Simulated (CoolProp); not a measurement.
A single-stage vapour-compression cycle with R227EA: evaporating at 326.15 K (dew point), condensing at 363.15 K (bubble point), superheat 8 K, subcooling 8 K, compressor efficiency 0.65, no pressure losses. Each further row changes one setting.

The numbers come from the reference Helmholtz-energy equation of state, Lemmon 2016 in CoolProp.

```tsv
case	cooling COP	pressure ratio	discharge temperature (K)	refrigerating effect (kJ/kg)	volumetric capacity (kJ/m³)
as stated	4.09	2.32	369.2	62.2	4770
evaporating temperature 331.15 K	___	2.05	369.6	___	5710
condensing temperature 358.15 K	5.13	2.09	364.2	69.4	5330
subcooling 13 K	___	2.32	369.2	69.7	5350
superheat 18 K	___	2.32	377.5	72.2	5200
compressor efficiency 0.55	___	2.32	___	62.2	4770
```

Fill in the missing entries.


- evaporating temperature 331.15 K, cooling COP: 5.03
- evaporating temperature 331.15 K, refrigerating effect (kJ/kg): 65.1
- subcooling 13 K, cooling COP: 4.58
- superheat 18 K, cooling COP: 4.35
- compressor efficiency 0.55, cooling COP: 3.46
- compressor efficiency 0.55, discharge temperature (K): 371.1
